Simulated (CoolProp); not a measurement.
Computed with CoolProp (reference Helmholtz-energy equation of state, Marx 1992).

**Question.** For R113, give the phase and the Joule-Thomson coefficient (K/MPa) at 179.85 °C and 0.147 MPa; 203.35 °C and 0.147 MPa.

**Answer.** 
- 179.85 °C and 0.147 MPa: gas; Joule-Thomson coefficient 10.8
- 203.35 °C and 0.147 MPa: gas; Joule-Thomson coefficient 9.54
